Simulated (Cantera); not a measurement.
What does this Cantera script print?

```python
import numpy as np
import cantera as ct

gas_names = [...]  # 95 gases of nasa_gas.yaml made of C, F, H
cond_names = """
    C(gr) C6H6(L) C7H8(L) C8H18(L),n-octa
""".split()


# ... load() reads the species with a 1 bar reference pressure and builds the phases ...
atoms = {
    'C2F6': {'C': 2, 'F': 6},
    'CH4': {'C': 1, 'H': 4},
    'H2': {'H': 2},
}
top_T = {'C(gr)': 4500}  # K; cautious upper limits of use, not melting points


# ... equilibrate(T, P, feed) seeds the gas with the atoms and calls Mixture.equilibrate('TP', solver="vcs", rtol=1e-11, max_steps=5000) ...
results = []
T = 1675  # K
P = 1333.22  # Pa
for m in [0.75, 1.2, 1.6, 2, 2.5, 2.9, 3.3, 3.7]:
    feed = {'C2F6': 1, 'CH4': 0.094, 'H2': m}  # mol
    mix = equilibrate(T, P, feed)
    results.append((T, P, feed, dict(zip(mix.species_names, mix.species_moles))))

top = {s: max(r[3][s] / sum(r[3][g] for g in gas_names) for r in results) for s in gas_names}
cols = sorted((s for s in top if top[s] > 1e-06), key=lambda s: -top[s])[:6]
seen = [c for c in cond_names if any(r[3].get(c, 0) > 1e-12 for r in results)]
print("log10 of partial pressures in bar; condensed amounts in mol")
print(f"{'n(H2)':>10s}" + "".join(f"{s[:9]:>10s}" for s in cols + seen))
for T, P, feed, n in results:
    ng = sum(n[g] for g in gas_names)
    print(f"{feed['H2']:10.4g}" + "".join(f"{np.log10(max(n[s] / ng * P / 1e5, 1e-99)):10.3f}" for s in cols)
          + "".join(f"{n.get(c, 0):10.4g}" for c in seen))
```

It prints:

```
log10 of partial pressures in bar; condensed amounts in mol
     n(H2)        HF       CF4        H2       CF2         F         H     C(gr)
      0.75    -2.066    -2.328    -9.873    -4.519    -5.135    -8.872      1.06
       1.2    -1.986    -2.526    -9.615    -4.618    -5.184    -8.743     1.285
       1.6    -1.944    -2.717    -9.433    -4.714    -5.232    -8.652     1.485
         2    -1.914    -2.950    -9.258    -4.830    -5.290    -8.564     1.686
       2.5    -1.888    -3.432    -8.965    -5.071    -5.411    -8.417     1.937
       2.9    -1.881   -13.902    -3.717   -10.306    -8.028    -5.794     2.094
       3.3    -1.909   -15.447    -3.000   -11.079    -8.415    -5.435     2.094
       3.7    -1.935   -16.019    -2.765   -11.365    -8.558    -5.318     2.094
```

Method: chemical equilibrium by Gibbs-energy minimisation in Cantera with the NASA 1993 tables (ideal gas, pure condensed phases). The feed counts by its element totals alone. Gases not in the tables: C2F6 and larger saturated fluorocarbons.
